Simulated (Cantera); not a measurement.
**FeS2 + SO3 + N2 (roasting and sulfation)**

Charge: 1 mol FeS2, 1.5 mol SO3, 32 mol N2, equilibrated at 825 K and 0.100 bar.

Cantera equilibrium calculation (NASA polynomials, part measured and part estimated; ideal gas, pure solids and liquids). Candidate condensed phases: Fe, FeO, FeS, FeSO4, FeS2, Fe2O3, Fe2(SO4)3, Fe3O4, S; 19 gas species. FeS: taken at fixed stoichiometry. Gases not in the tables: S3 to S7. Kinetics and transport are ignored.

```json
{
 "x(N2)": "0.931",
 "x(SO2)": "0.0654",
 "x(S2)": "0.00354",
 "x(S2O)": "0.000134",
 "n(FeS(s))": "1.00 mol",
 "gas_amount": "34.37 mol",
 "log10 activity of S(l) (absent)": "-1.51",
 "log10 activity of Fe(α) (absent)": "-5.08",
 "log10 activity of FeSO4(s) (absent)": "-5.25"
}
```
